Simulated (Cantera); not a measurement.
A closed system holds: 1 mol borazine, 0.079 mol O2, held at 1977 °C and 5300 Pa.

Equilibrium computed with Cantera from the NASA thermochemical tables; the gas is ideal and each condensed phase is pure. Candidate condensed phases: B, BN, B2O3, B3O3H3, H2O; 39 gas species. The feed counts by its element totals alone. Mutual solubility and eutectic melting of coexisting phases are not modelled. The tables' values for BH2 are old estimates; treat these amounts as uncertain. Gases not in the tables: B2H6 and higher boranes. Equilibrium is a limit: real reactors are often held back by kinetics, nucleation or transport.

Base state: H2 0.862, N2 0.0611, HBO 0.0303, H 0.0300, BO 0.0123, B2O2 0.00208, BH2 0.00144, B2O 0.000315 (mole fractions); condensed: B(s) + BN(s).

### Question
What changes in the equilibrium state with this change: temperature from 1977 °C to 1150 °C?

### Answer
| species | before | after |
|---|---|---|
| H2 | 0.862 | 0.980 |
| N2 | 0.0611 | 0.0169 |
| HBO2 | 2.29e-5 | 0.00141 |
| H | 0.0300 | 2.86e-5 |
| BO | 0.0123 | 5.13e-7 |
| HBO | 0.0303 | 0.000600 |
| BH2 | 0.00144 | 3.49e-9 |
| B2O | 0.000315 | <1e-9 |
| B(s), mol | 0.246 | 0 |
| BN(s), mol | 2.59 | 2.90 |
| B2O3(l), mol | 0 | 0.0482 |

### Question
What changes in the equilibrium state with this change: temperature from 1977 °C to 1777 °C?

### Answer
| species | before | after |
|---|---|---|
| H2 | 0.862 | 0.920 |
| HBO | 0.0303 | 0.0364 |
| N2 | 0.0611 | 0.0248 |
| H | 0.0300 | 0.00945 |
| BO | 0.0123 | 0.00518 |
| B | 0.000101 | 2.44e-6 |
| BH | 2.18e-5 | 1.03e-6 |
| B2O3 | 9.96e-6 | 0.000115 |
| B(s), mol | 0.246 | 0 |
| BN(s), mol | 2.59 | 2.84 |

### Question
What changes in the equilibrium state with this change: temperature from 1977 °C to 1052 °C?

### Answer
```
species         before     after
------------  --------  --------
H2               0.862     0.982
N2              0.0611    0.0169
H2O            7.84e-6  0.000797
HBO             0.0303   9.94e-5
BO              0.0123   2.46e-8
H               0.0300   7.04e-6
HBO2           2.29e-5  0.000507
BH2            0.00144     <1e-9
B2O           0.000315     <1e-9
B             0.000101     <1e-9
BH             2.18e-5     <1e-9
B(s), mol        0.246         0
BN(s), mol        2.59      2.90
B2O3(l), mol         0    0.0507
```
